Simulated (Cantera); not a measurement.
An isothermal, constant-pressure homogeneous reactor starts with NH₃ : H₂ = 1 : 3.7 (molar parts), at 1750 K and 13300 Pa. Integrator tolerance rtol = 1e-08.

Detailed kinetics in Cantera: the gas-phase N/H chemistry of the illustrative SiF4/NH3 mechanism in the Surface Chemkin manual (1991). Walls and surfaces, which speed up NH3 decomposition in real reactors, are not modelled.

```json
[
 {"quantity": "x(NH₃) at 8.00 s", "before": "0.0655 (gas-phase equilibrium 1.11e-6)", "after": "0.213 (gas-phase equilibrium 3.18e-6)"},
 {"quantity": "x(H₂) at 8.00 s", "before": "0.873 (gas-phase equilibrium 0.912)", "after": "0.787 (gas-phase equilibrium 0.912)"},
 {"quantity": "x(H) at 8.00 s", "before": "0.000276 (gas-phase equilibrium 0.000612)", "after": "7.24e-6 (gas-phase equilibrium 8.77e-6)"},
 {"quantity": "x(N₂) at 8.00 s", "before": "0.0607 (gas-phase equilibrium 0.0877)", "after": "7.71e-5 (gas-phase equilibrium 0.0877)"},
 {"quantity": "x(NH₂) at 8.00 s", "before": "5.41e-5 (gas-phase equilibrium 1.94e-9)", "after": "3.84e-6 (gas-phase equilibrium 6.00e-11)"},
 {"quantity": "x(N₂H₄) at 8.00 s", "before": "1.85e-9 (gas-phase equilibrium <1e-12)", "after": "1.70e-9 (gas-phase equilibrium <1e-12)"},
 {"quantity": "x(N) at 8.00 s", "before": "7.20e-8 (gas-phase equilibrium 1.18e-11)", "after": "8.21e-11 (gas-phase equilibrium <1e-12)"}
]
```

Task: What was changed between the two runs?
A) temperature 1750 to 1373 K
B) temperature 1750 to 1600 K
C) pressure from 13300 Pa to 101000 Pa
D) pressure from 13300 Pa to 100000 Pa

Result: A, temperature 1750 to 1373 K
